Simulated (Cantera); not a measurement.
A freely propagating, adiabatic, planar premixed flame of CH₄ : C₂H₆ : C₃H₈ : O₂ : N₂ = 1 : 0.16 : 1.1 : 10.5 : 39.4 (molar parts), unburnt at 425 K and 308 Torr; mixture-averaged transport, grid criteria slope 0.08 and curve 0.16, no radiation.

Computed with Cantera and GRI-Mech 3.0 (53 species, 325 reactions). GRI-Mech 3.0 was tuned for natural gas; its chemistry of propane as a main component is partial and can be far from experiment. Burning velocities carry a grid error of a few per cent, more on coarse grids.

```tsv
quantity	before	after
laminar burning velocity	75.8 cm/s	41.5 cm/s
thermal thickness	0.801 mm	0.908 mm
peak x(H₂)	0.0131	0.0115
peak x(CH₂CO)	0.000672	0.000579
```

Task: Name the change that produced these shifts.
A. inlet temperature 425 to 600 K
B. C3H8 1.1 to 0.84 parts
C. inlet temperature 425 to 700 K
D. inlet temperature 425 to 300 K

Result: D, inlet temperature 425 to 300 K
